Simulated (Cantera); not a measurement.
Charge: 1 mol Si, 2 mol F2, held at 750 Torr.

Cantera equilibrium calculation (NASA polynomials, part measured and part estimated; ideal gas, pure solids and liquids). Candidate condensed phases: Si; 9 gas species. Rates play no part. All values below are at 1248 K.

Base state: SiF4 1.00 (mole fractions); condensed: gas only.

Task: What changes in the equilibrium state with this change: 0.027 mol Cl2 added?

Result: 
```tsv
species	before	after
SiF4	1.00	0.973
Cl2	0	0.0257
Cl	0	0.00123
```

Task: What changes in the equilibrium state with this change: 0.041 mol HCl added?

Result: 
```
species  before     after
-------  ------  --------
SiF4       1.00     0.960
HCl           0    0.0382
HF            0   0.00117
SiCl4         0  0.000291
```
